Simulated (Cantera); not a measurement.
Thermodynamics of carbon deposition, reforming and gasification, feed n-butane + O2 + N2

A closed system holds: 1 mol n-butane, 0.02 mol O2, 5.2 mol N2, held at 10.0 mbar.

These are equilibrium values from Cantera (NASA tables, ideal gas, pure condensed phases), not measurements of a reactor. Candidate condensed phases: C, C6H6, C7H8, C8H18, H2O; 136 gas species. The numbers say what is thermodynamically allowed, not how fast it happens.

| T (°C) | x N2 | x H | x H2 | x HCN | x C3 | x CN | n C(graphite) |
|---|---|---|---|---|---|---|---|
| 2077 | 0.476 | 0.0803 | 0.415 | 0.0211 | 4.13e-6 | 0.000189 | 3.66 |
| 2177 | 0.462 | 0.124 | 0.378 | 0.0260 | 2.25e-5 | 0.000458 | 3.56 |
| 2277 | 0.444 | 0.180 | 0.332 | 0.0307 | 0.000107 | 0.00103 | 3.45 |
| 2377 | 0.423 | 0.247 | 0.278 | 0.0346 | 0.000447 | 0.00217 | 3.31 |
| 2477 | 0.400 | 0.320 | 0.219 | 0.0370 | 0.00169 | 0.00430 | 3.13 |
| 2577 | 0.376 | 0.391 | 0.162 | 0.0375 | 0.00578 | 0.00806 | 2.80 |
| 2677 | 0.349 | 0.448 | 0.110 | 0.0359 | 0.0181 | 0.0144 | 2.03 |
x: gas mole fraction; n: condensed amount in mol.

From 2077 °C to 2677 °C the condensed part is C(graphite). The main C-bearing gas is HCN at 2077 °C and C3 at 2677 °C. The share of C in condensed phases is highest at 2077 °C (91.5 %) and lowest at 2677 °C (50.7 %).
